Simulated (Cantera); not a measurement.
An isothermal, constant-pressure homogeneous reactor starts with H2 : O2 : N2 = 1.5 : 1 : 0.62 (molar parts), equivalence ratio 0.75, at 1175 K and 100000 Pa.

Model: the H2/O2 subset of GRI-Mech 3.0, which has no nitrogen chemistry, integrated in Cantera. The temperature is held fixed by assumption; the heat of reaction is taken as removed at once.

x: mole fraction; the columns are a selection and need not sum to one.

```json
[
 {"t (s)": "0.000100", "x H2": "0.0180", "x O2": "0.113", "x H": "0.000132", "x H2O": "0.609", "x H2O2": "4.06e-5", "x OH": "0.000257"},
 {"t (s)": "0.000316", "x H2": "0.0135", "x O2": "0.111", "x H": "1.26e-5", "x H2O": "0.615", "x H2O2": "6.33e-5", "x OH": "3.18e-5"},
 {"t (s)": "0.00100", "x H2": "0.00937", "x O2": "0.110", "x H": "7.00e-6", "x H2O": "0.620", "x H2O2": "4.22e-5", "x OH": "2.47e-5"},
 {"t (s)": "0.00316", "x H2": "[?]", "x O2": "0.107", "x H": "[?]", "x H2O": "0.627", "x H2O2": "[?]", "x OH": "[?]"},
 {"t (s)": "0.0100", "x H2": "0.00102", "x O2": "0.106", "x H": "2.75e-7", "x H2O": "0.632", "x H2O2": "2.20e-6", "x OH": "7.69e-6"},
 {"t (s)": "0.0316", "x H2": "0.000146", "x O2": "0.106", "x H": "2.07e-8", "x H2O": "0.633", "x H2O2": "1.22e-7", "x OH": "3.56e-6"},
 {"t (s)": "0.100", "x H2": "[?]", "x O2": "0.105", "x H": "5.37e-10", "x H2O": "0.633", "x H2O2": "3.35e-9", "x OH": "[?]"},
 {"t (s)": "0.316", "x H2": "1.54e-8", "x O2": "0.105", "x H": "1.42e-11", "x H2O": "0.633", "x H2O2": "3.28e-9", "x OH": "4.09e-6"},
 {"t (s)": "1.00", "x H2": "1.47e-8", "x O2": "0.105", "x H": "1.49e-11", "x H2O": "0.633", "x H2O2": "3.92e-9", "x OH": "4.49e-6"}
]
```

Task: Complete the blanks.

Result: 
- 0.00316, x H2: 0.00412
- 0.00316, x H: 2.13e-6
- 0.00316, x H2O2: 1.59e-5
- 0.00316, x OH: 1.60e-5
- 0.100, x H2: 4.45e-6
- 0.100, x OH: 2.71e-6
